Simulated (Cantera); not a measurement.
Input: 1 mol SiH2Cl2, 0.019 mol HCl, 2.8 mol H2, equilibrated at 900 °C and 32.3 Torr.

Method: chemical equilibrium by Gibbs-energy minimisation in Cantera with the NASA 1993 tables (ideal gas, pure condensed phases). Candidate condensed phases: Si; 19 gas species. The tables' values for SiCl3 are old estimates; treat these amounts as uncertain. Equilibrium is a limit: real reactors are often held back by kinetics, nucleation or transport.

Base state: H2 0.814, HCl 0.0753, SiCl4 0.0667, SiHCl3 0.0168, SiCl2 0.0158, SiCl3 0.0104, SiH2Cl2 0.000542 (mole fractions); condensed: Si(s).

Problem. What changes in the equilibrium state with this change: SiH2Cl2 replaced by CH3SiCl3?

Solution. 
```
species             before     after
----------------  --------  --------
H2                   0.814     0.621
HCl                 0.0753     0.321
SiCl4               0.0667    0.0536
SiCl2               0.0158  0.000536
SiHCl3              0.0168   0.00242
SiCl3               0.0104   0.00171
CH4                      0  0.000322
SiH2Cl2           0.000542   1.40e-5
Si(s), mol           0.512         0
C(graphite), mol         0     0.319
SiC(s), mol              0     0.679
```
The feed counts by its element totals alone. Further candidate phases: C, C6H6, C7H8, C8H18, SiC.
